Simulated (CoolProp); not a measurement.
Saturation properties of octamethyltrisiloxane (MDM).

Model: reference Helmholtz-energy equation of state, Thol 2017, in CoolProp.

```json
[
 {"T (K)": "264.7", "p (MPa)": "3.906e-5", "liquid density (kg/m³)": "848.4", "enthalpy of vaporisation (kJ/kg)": "217.7", "vapour Z": "___"},
 {"T (K)": "288", "p (MPa)": "0.0002493", "liquid density (kg/m³)": "825.4", "enthalpy of vaporisation (kJ/kg)": "208.3", "vapour Z": "___"},
 {"T (K)": "311.2", "p (MPa)": "0.001121", "liquid density (kg/m³)": "___", "enthalpy of vaporisation (kJ/kg)": "199.2", "vapour Z": "0.9976"},
 {"T (K)": "334.5", "p (MPa)": "0.003896", "liquid density (kg/m³)": "778.1", "enthalpy of vaporisation (kJ/kg)": "190.1", "vapour Z": "0.9935"},
 {"T (K)": "357.8", "p (MPa)": "0.01102", "liquid density (kg/m³)": "753.5", "enthalpy of vaporisation (kJ/kg)": "181.0", "vapour Z": "0.9855"},
 {"T (K)": "381", "p (MPa)": "0.02640", "liquid density (kg/m³)": "728.0", "enthalpy of vaporisation (kJ/kg)": "___", "vapour Z": "0.9720"},
 {"T (K)": "404.3", "p (MPa)": "0.05585", "liquid density (kg/m³)": "___", "enthalpy of vaporisation (kJ/kg)": "162.0", "vapour Z": "0.9516"},
 {"T (K)": "427.6", "p (MPa)": "0.1067", "liquid density (kg/m³)": "___", "enthalpy of vaporisation (kJ/kg)": "151.7", "vapour Z": "0.9229"},
 {"T (K)": "450.8", "p (MPa)": "0.1871", "liquid density (kg/m³)": "___", "enthalpy of vaporisation (kJ/kg)": "140.5", "vapour Z": "0.8845"}
]
```

Problem. What belongs in the gaps?

Solution. 
- 264.7, vapour Z: 0.9998
- 288, vapour Z: 0.9993
- 311.2, liquid density (kg/m³): 802.1
- 381, enthalpy of vaporisation (kJ/kg): 171.7
- 404.3, liquid density (kg/m³): 701.2
- 427.6, liquid density (kg/m³): 672.7
- 450.8, liquid density (kg/m³): 642.1

It boils at 425.6 K under 1 atm.
